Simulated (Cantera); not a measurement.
Mixture: C₃H₈ : O₂ : N₂ = 1 : 8.06 : 30.3 (molar parts), at 91000 Pa, adiabatic and at constant pressure. Ignition delay is the time to a rise of 400 K.

Cantera simulation using GRI-Mech 3.0 (53 species, 325 reactions); the numbers are that mechanism's predictions, not measurements. GRI-Mech 3.0 was tuned for natural gas; its chemistry of propane as a main component is partial and can be far from experiment.

Q: What does this change do: 0.8 parts H2 added?

A: 
```tsv
quantity	before	after
delay at 1300 K	0.970 ms	0.672 ms
delay at 1350 K	0.449 ms	0.335 ms
delay at 1400 K	0.230 ms	0.181 ms
delay at 1450 K	0.130 ms	0.106 ms
delay at 1500 K	79.4 µs	67.2 µs
delay at 1550 K	52.4 µs	45.3 µs
delay at 1600 K	36.8 µs	32.3 µs
apparent activation energy between 1500 and 1600 K	150 kJ/mol	150 kJ/mol
```

Q: What does this change do: pressure from 91000 Pa to 101000 Pa?

A: 
```json
[
 {"quantity": "delay at 1300 K", "before": "0.970 ms", "after": "0.922 ms"},
 {"quantity": "delay at 1350 K", "before": "0.449 ms", "after": "0.426 ms"},
 {"quantity": "delay at 1400 K", "before": "0.230 ms", "after": "0.217 ms"},
 {"quantity": "delay at 1450 K", "before": "0.130 ms", "after": "0.122 ms"},
 {"quantity": "delay at 1500 K", "before": "79.4 µs", "after": "74.2 µs"},
 {"quantity": "delay at 1550 K", "before": "52.4 µs", "after": "48.7 µs"},
 {"quantity": "delay at 1600 K", "before": "36.8 µs", "after": "34.0 µs"},
 {"quantity": "apparent activation energy between 1500 and 1600 K", "before": "150 kJ/mol", "after": "160 kJ/mol"}
]
```
